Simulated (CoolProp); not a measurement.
A closed Brayton cycle with nitrogen: compressor inlet 322.15 K and 7.6 MPa, high pressure 24.8 MPa, turbine inlet 880 K, compressor efficiency 0.89, turbine efficiency 0.93, recuperator effectiveness 0.9 (on enthalpy, no pinch check). Each further row changes one setting.

Computed with CoolProp (reference Helmholtz-energy equation of state, Span 2000).

```tsv
case	thermal efficiency (%)	net work (kJ/kg)	compressor to turbine work	compressor exit (K)	turbine exit (K)
as stated	[?]	100	0.62	470.0	658.1
turbine inlet 830 K	32.2	85.7	0.65	470.0	[?]
compressor inlet 332.15 K	[?]	[?]	0.64	484.4	658.1
high pressure 21.1 MPa	[?]	[?]	0.59	[?]	[?]
recuperator effectiveness 0.5	27.4	100	0.62	470.0	658.1
```

Q: Some entries are withheld; supply them.

A: 
- as stated, thermal efficiency (%): 35.3
- turbine inlet 830 K, turbine exit (K): 618.8
- compressor inlet 332.15 K, thermal efficiency (%): 33.7
- compressor inlet 332.15 K, net work (kJ/kg): 95.2
- high pressure 21.1 MPa, thermal efficiency (%): 36.5
- high pressure 21.1 MPa, net work (kJ/kg): 94.8
- high pressure 21.1 MPa, compressor exit (K): 446.8
- high pressure 21.1 MPa, turbine exit (K): 685.0
